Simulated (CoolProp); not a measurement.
Properties of n-dodecane along the isobar 20.4 bar (Tc = 658.1 K, pc = 18.18 bar, ω = 0.574).

The numbers come from the reference Helmholtz-energy equation of state, Lemmon 2004 in CoolProp. It is a short technical equation, of lower accuracy than the large ones.

```csv
T (K),phase,cp (kJ/(kg K)),cv (kJ/(kg K)),expansivity (1/kK),conductivity (mW/(m K)),fugacity coefficient
350.7,liquid,2.397,2.016,1.034,124,0.0003714
369,liquid,2.467,2.088,1.064,120,0.0009549
387.4,liquid,2.539,2.160,1.101,117,0.002200
405.8,liquid,2.612,2.231,1.145,113,0.004598
424.1,liquid,2.686,2.301,1.197,109,0.008804
442.5,liquid,2.760,2.371,1.260,106,0.01574
460.9,liquid,2.834,2.439,1.334,102,0.02642
479.2,liquid,2.908,2.506,1.423,98.6,0.04188
497.6,liquid,2.983,2.571,1.532,95.2,0.06341
516,liquid,3.059,2.636,1.665,91.8,0.09199
534.3,liquid,3.136,2.698,1.832,88.5,0.1282
552.7,liquid,3.215,2.759,2.048,85.2,0.1731
```

Thermal conductivity comes from a separate model (Huber 2004).
